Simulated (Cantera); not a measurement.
A perfectly stirred reactor is fed with 4.03 % H₂, 54.5 % O₂, 41.4 % N₂, at 2670 Pa; it is held at 1100 K, and followed from long to short residence time.

Model: the H2/O2 subset of GRI-Mech 3.0, which has no nitrogen chemistry, integrated in Cantera. Radical loss at walls, strong at low pressure, is not modelled. The temperature is held fixed by assumption; the heat of reaction is taken as removed at once.

Q: Predict: x(H₂) at τ = 3.10 s; x(O₂) at τ = 3.10 s; x(HO₂) at τ = 3.10 s; x(OH) at τ = 3.10 s; x(H₂O) at τ = 3.10 s; x(H₂) at τ = 99.0 ms; x(O₂) at τ = 99.0 ms; x(HO₂) at τ = 99.0 ms; x(OH) at τ = 99.0 ms; x(H₂O) at τ = 99.0 ms.

A: 
```
Property                  Value
---------------------  --------
x(H₂) at τ = 3.10 s     9.34e-5
x(O₂) at τ = 3.10 s       0.535
x(HO₂) at τ = 3.10 s    1.44e-6
x(OH) at τ = 3.10 s    0.000261
x(H₂O) at τ = 3.10 s     0.0409
x(H₂) at τ = 99.0 ms   0.000697
x(O₂) at τ = 99.0 ms      0.533
x(HO₂) at τ = 99.0 ms   4.19e-6
x(OH) at τ = 99.0 ms   0.000873
x(H₂O) at τ = 99.0 ms    0.0396
```
